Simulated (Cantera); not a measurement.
What does this Cantera script print?

```python
import numpy as np
import cantera as ct

gas_names = """
    C2H4 C2H2,acetylene
""".split()
cond_names = """
    TaC(s) TaC(L) Ta(cr) Ta(L)
""".split()


# ... load() reads the species with a 1 bar reference pressure and builds the phases ...
species = {s.name: s for s in load("nasa_gas.yaml", gas_names) + load("nasa_condensed.yaml", cond_names)}
# Each term lists the table entries of one substance; the one whose range holds T is used.
reactions = {
    '2 TaC + C2H4(g) = 2 Ta + 2 C2H2(g)':
        [(-2, ['TaC(s)', 'TaC(L)']), (-1, ['C2H4']), (2, ['Ta(cr)', 'Ta(L)']), (2, ['C2H2,acetylene'])],
}


def pick(names, T):
    return next(species[n] for n in names if species[n].thermo.min_temp <= T <= species[n].thermo.max_temp)


results = []
for label, terms in reactions.items():
    print(label)
    print("     T/K   dH/kJ  dS/(J/K)   dG/kJ   log10 K")
    for T in [300, 2575, 2600, 2625, 2650, 2675, 2700, 2725, 2750, 2775, 2800]:
        used = [(nu, pick(names, T)) for nu, names in terms]
        dH = sum(nu * s.thermo.h(T) for nu, s in used) / 1e6
        dS = sum(nu * s.thermo.s(T) for nu, s in used) / 1e3
        dG = dH - T * dS / 1e3
        logK = -dG * 1e6 / (ct.gas_constant * T * np.log(10))
        results.append((label, T, dH, dS, dG, logK, [s.name for _, s in used]))
        print(f"{T:8g} {dH:8.1f} {dS:8.1f} {dG:8.1f} {logK:8.2f}")
```

It prints:

```
2 TaC + C2H4(g) = 2 Ta + 2 C2H2(g)
     T/K   dH/kJ  dS/(J/K)   dG/kJ   log10 K
     300    692.1    180.8    637.9  -111.06
    2575    679.6    182.0    211.0    -4.28
    2600    679.3    181.9    206.5    -4.15
    2625    679.0    181.7    201.9    -4.02
    2650    678.7    181.6    197.4    -3.89
    2675    678.4    181.5    192.9    -3.77
    2700    678.1    181.4    188.3    -3.64
    2725    677.8    181.3    183.8    -3.52
    2750    677.5    181.2    179.3    -3.40
    2775    677.3    181.1    174.7    -3.29
    2800    677.0    181.0    170.2    -3.18
```

Cantera with NASA thermochemical tables; ideal gases at 1 bar, condensed phases pure. TaC: taken at fixed stoichiometry. Condensed species are held in their standard states even where they would react or evaporate.
